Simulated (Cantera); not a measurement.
Charge: 1 mol B2O3, 15 mol H2O, 51 mol N2, at 2073 K and 10.0 mbar.

These are equilibrium values from Cantera (NASA tables, ideal gas, pure condensed phases), not measurements of a reactor. Candidate condensed phases: B, BN, B2O3, B3O3H3, H2O; 39 gas species. The numbers say what is thermodynamically allowed, not how fast it happens.

Base state: N2 0.752, H2O 0.190, HBO2 0.0277, H2 0.0133, OH 0.00493, O2 0.00491, H 0.00304, NO 0.00139 (mole fractions); condensed: gas only.

What changes in the equilibrium state with this change: temperature from 2073 K to 2298 K?


| species | before | after |
|---|---|---|
| N2 | 0.752 | 0.733 |
| H2O | 0.190 | 0.158 |
| H2 | 0.0133 | 0.0306 |
| H | 0.00304 | 0.0168 |
| OH | 0.00493 | 0.0139 |
| O2 | 0.00491 | 0.0112 |
| HBO2 | 0.0277 | 0.0245 |
| BO | 4.25e-5 | 0.000400 |
| O | 0.000805 | 0.00519 |
| HBO | 1.38e-5 | 6.50e-5 |
